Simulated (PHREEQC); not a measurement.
Make-up at 25 °C: 1.5 mmol/kgw ZnSO4, 180 mmol/kgw CaCl2 and 8.3 mmol/kgw NaCl. Closed to the air; pH follows from the charge balance.

Equilibrium calculation in PHREEQC: ion-association model, wateq4f.dat.

| quantity | before | after |
|---|---|---|
| pH | 5.88 | 5.95 |
| Zn+2 (mol/kgw) | 0.00115 | 0.00137 |
| CaSO4 (mol/kgw) | 0.000915 | 0.000559 |
| SO4-2 (mol/kgw) | 0.000574 | 0.000872 |
| ZnCl+ (mol/kgw) | 0.000275 | 7.29e-5 |
| NaSO4- (mol/kgw) | 4.86e-6 | 1.53e-5 |
| SI of Gypsum (CaSO4:2H2O) | -0.71 | -0.97 |
| SI of Zincite(c) (ZnO) | -2.94 | -2.45 |

Task: What was changed between the two runs?
A) temperature from 25 to 15 °C
B) ZnSO4 from 0.0015 to 0.00165 mol/kgw
C) CaCl2 from 0.18 to 0.018 mol/kgw
D) 0.0069 mol/kgw TMAH added
E) 0.027 mol/kgw TMAH added

Result: C, CaCl2 from 0.18 to 0.018 mol/kgw

Precipitation was switched off in this run.
